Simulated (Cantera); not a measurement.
Feed: 1 mol B, 0.14 mol H₂O, 8.5 mol N₂, at 1550 K and 0.0100 bar.

Equilibrium computed with Cantera from the NASA thermochemical tables; the gas is ideal and each condensed phase is pure. Candidate condensed phases: B, BN, B₂O₃, B₃O₃H₃, H₂O; 39 gas species. The numbers say what is thermodynamically allowed, not how fast it happens.

Base state: N₂ 0.977, H₂ 0.0158, B₂O₃ 0.00421, HBO₂ 0.00152, HBO 0.000767, B₂O₂ 0.000243, BO 4.66e-5, H 3.96e-5 (mole fractions); condensed: BN(s).

What changes in the equilibrium state with this change: B replaced by BCl₃?


```csv
species,before,after
N₂,0.977,0.869
BCl₃,0,0.0872
HCl,0,0.0286
BOCl,0,0.0128
H₂,0.0158,2.19e-5
Cl,0,0.00153
B₃O₃Cl₃,0,0.000413
BCl₂,0,0.000405
"BN(s), mol",0.907,0.00310
```
The tables' values for BOCl, BCl₂, BCl are old estimates; treat these amounts as uncertain. Further candidate phases: NH₄Cl.
